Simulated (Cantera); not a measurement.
## Ignition delay

Mixture: 14.9 % CH4, 13.5 % O2, 71.6 % N2, equivalence ratio 2.2, at 5.00 bar, adiabatic and at constant volume. Ignition delay is the time to a rise of 400 K.

Computed with Cantera and GRI-Mech 3.0 (53 species, 325 reactions).

| T0 (K) | delay (ms) |
|---|---|
| 1198 | 20.3 |
| 1248 | 10.7 |
| 1298 | 5.83 |
| 1348 | 3.24 |
| 1398 | 1.84 |
| 1448 | 1.06 |

```json
{
  "apparent activation energy between 1348 and 1448 K": "180 kJ/mol"
}
```
